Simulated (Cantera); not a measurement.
A Cantera script and its output.

```python
import numpy as np
import cantera as ct

gas = ct.Solution("gri30.yaml")
gas.TPX = 1375, 13332, {'CH4': 1, 'CO2': 0.044}
reactor = ct.IdealGasConstPressureReactor(gas, energy="off", clone=False)
net = ct.ReactorNet([reactor])
net.rtol, net.atol = 1e-08, 1e-18
show = ['CH4', 'CO2', 'H', 'CO', 'C2H4', 'CH2']
times = np.geomspace(0.0003, 10, 12)

steps = ct.SolutionArray(gas, extra=["t"])
rows = []
print(f"{'t/s':>10s}{'T/K':>9s}{'P/Pa':>11s}" + "".join(f"{s:>11s}" for s in show))
for t in times:
    while net.time < t:
        t_next = net.step()
        steps.append(gas.state, t=t_next)
    rows.append([np.interp(t, steps.t, y) for y in (steps.T, steps.P, *steps(*show).X.T)])
    print(f"{t:10.3e}{rows[-1][0]:9.1f}{rows[-1][1]:11.4g}" + "".join(f"{x:11.3e}" for x in rows[-1][2:]))
rate = np.gradient(steps.T, steps.t)
print("integrator steps:", len(steps.t))
if steps.T.max() > steps.T[0] + 200:
    print(f"time of steepest temperature rise: {steps.t[rate.argmax()]:.4e} s")
gas.TPX = 1375, 13332, {'CH4': 1, 'CO2': 0.044}
gas.equilibrate("TP")
print(f"equilibrium (TP): T = {gas.T:.1f} K  " + "  ".join(f"{s} {gas[s].X[0]:.3e}" for s in show))
```

It prints:

```
       t/s      T/K       P/Pa        CH4        CO2          H         CO       C2H4        CH2
 3.000e-04   1375.0  1.333e+04  9.578e-01  4.215e-02  3.873e-09  7.023e-10  4.596e-10  5.482e-13
 7.732e-04   1375.0  1.333e+04  9.578e-01  4.215e-02  3.908e-09  1.828e-09  8.278e-09  3.623e-12
 1.993e-03   1375.0  1.333e+04  9.578e-01  4.215e-02  4.120e-09  4.957e-09  1.363e-07  2.173e-11
 5.136e-03   1375.0  1.333e+04  9.578e-01  4.214e-02  4.904e-09  1.566e-08  1.711e-06  8.514e-11
 1.324e-02   1375.0  1.333e+04  9.576e-01  4.214e-02  5.978e-09  5.607e-08  1.159e-05  1.499e-10
 3.412e-02   1375.0  1.333e+04  9.572e-01  4.214e-02  8.187e-09  2.075e-07  5.538e-05  2.307e-10
 8.793e-02   1375.0  1.333e+04  9.559e-01  4.213e-02  1.585e-08  9.385e-07  2.769e-04  4.052e-10
 2.266e-01   1375.0  1.333e+04  9.513e-01  4.207e-02  4.435e-08  5.182e-06  1.328e-03  6.501e-10
 5.841e-01   1375.0  1.333e+04  9.358e-01  4.177e-02  1.336e-07  3.035e-05  4.030e-03  7.247e-10
 1.505e+00   1375.0  1.333e+04  8.942e-01  4.077e-02  3.534e-07  1.777e-04  6.000e-03  6.306e-10
 3.880e+00   1375.0  1.333e+04  8.058e-01  3.808e-02  7.781e-07  9.608e-04  5.363e-03  4.939e-10
 1.000e+01   1375.0  1.333e+04  6.546e-01  3.153e-02  1.452e-06  4.279e-03  5.398e-03  3.686e-10
integrator steps: 1006
equilibrium (TP): T = 1375.0 K  CH4 1.087e-01  CO2 1.633e-09  H 7.560e-06  CO 4.747e-02  C2H4 1.751e-02  CH2 2.095e-10
```

Model: GRI-Mech 3.0 (53 species, 325 reactions), integrated in Cantera. GRI-Mech 3.0 stops at C3 and has no aromatics, soot or wall deposition, so with more carbon than oxygen in the feed, carbon stays in small species such as C2H2 where larger ones or solid carbon would form.
